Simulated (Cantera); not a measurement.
An isothermal, constant-pressure homogeneous reactor starts with 11.1 % NO, 88.9 % N2, at 1900 K and 10.00 Torr.

Model: GRI-Mech 3.0 (53 species, 325 reactions), integrated in Cantera. Radical loss at walls, strong at low pressure, is not modelled.

Problem. Predict: x(NO) at 200 s; x(O2) at 200 s; x(O) at 200 s; x(N2O) at 200 s; x(NO2) at 200 s; x(N2) at 200 s.

Solution. 
| Quantity | Value |
|---|---|
| x(NO) at 200 s | 0.0153 (gas-phase equilibrium 0.00318) |
| x(O2) at 200 s | 0.0476 (gas-phase equilibrium 0.0536) |
| x(O) at 200 s | 0.000570 (gas-phase equilibrium 0.000602) |
| x(N2O) at 200 s | 9.15e-8 (gas-phase equilibrium 2.28e-8) |
| x(NO2) at 200 s | 1.73e-6 (gas-phase equilibrium 3.82e-7) |
| x(N2) at 200 s | 0.937 (gas-phase equilibrium 0.943) |
